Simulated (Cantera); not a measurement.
## Equilibrium for silicon etching in halogen gases: Si + HF + F2

Input: 1 mol Si, 15 mol HF, 5.3 mol F2, equilibrated at 9.70 mbar.

Method: chemical equilibrium by Gibbs-energy minimisation in Cantera with the NASA 1993 tables (ideal gas, pure condensed phases). Candidate condensed phases: Si; 25 gas species. The numbers say what is thermodynamically allowed, not how fast it happens.

From 523 K to 1173 K nothing is condensed. The main Si-bearing gas is SiF4 throughout.

| T (K) | x HF | x F | x F2 | x SiF4 | x H2F2 |
|---|---|---|---|---|---|
| 523 | 0.777 | 5.42e-5 | 0.171 | 0.0518 | 5.93e-6 |
| 573 | 0.777 | 0.000274 | 0.171 | 0.0518 | 3.28e-6 |
| 623 | 0.777 | 0.00107 | 0.170 | 0.0518 | 1.99e-6 |
| 673 | 0.776 | 0.00343 | 0.169 | 0.0517 | 1.29e-6 |
| 723 | 0.774 | 0.00929 | 0.166 | 0.0516 | 8.90e-7 |
| 773 | 0.769 | 0.0219 | 0.158 | 0.0512 | 6.38e-7 |
| 823 | 0.760 | 0.0453 | 0.144 | 0.0506 | 4.71e-7 |
| 873 | 0.745 | 0.0828 | 0.123 | 0.0497 | 3.54e-7 |
| 923 | 0.725 | 0.133 | 0.0931 | 0.0484 | 2.69e-7 |
| 973 | 0.704 | 0.187 | 0.0613 | 0.0470 | 2.09e-7 |
| 1023 | 0.687 | 0.232 | 0.0349 | 0.0458 | 1.67e-7 |
| 1073 | 0.676 | 0.262 | 0.0179 | 0.0450 | 1.38e-7 |
| 1123 | 0.670 | 0.277 | 0.00878 | 0.0446 | 1.17e-7 |
| 1173 | 0.667 | 0.285 | 0.00435 | 0.0444 | 1.02e-7 |
x: gas mole fraction; nothing condenses.
